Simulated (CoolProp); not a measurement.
Vapour-liquid equilibrium of benzene (1) + octamethylcyclotetrasiloxane (D4) (2) at 443.6 K; x and y are mole fractions of (1).

Computed with CoolProp (multi-fluid Helmholtz-energy mixture model, Thol 2012 and Thol 2015; pair parameters Bell 2016).

```
x     bubble pressure, mixture model (kPa)  bubble pressure, Raoult's law (kPa)  y, mixture model  y, Raoult's law
----  ------------------------------------  -----------------------------------  ----------------  ---------------
0.05                                 114.1                                127.2             0.249            0.340
0.2                                  205.8                                243.7             0.633            0.710
0.35                                 310.4                                360.3             0.794            0.840
0.5                                  421.6                                476.8             0.877            0.907
0.65                                 540.3                                593.3             0.930            0.948
0.8                                  671.8                                709.8             0.967            0.975
0.95                                 817.0                                826.3             0.994            0.995
```

The largest gap from Raoult's law is -15.6 % in bubble pressure, at x = 0.2. No azeotrope shows between x = 0.05 and 0.95.

The pair parameters rest on a limited set of measurements; away from them the model extrapolates.
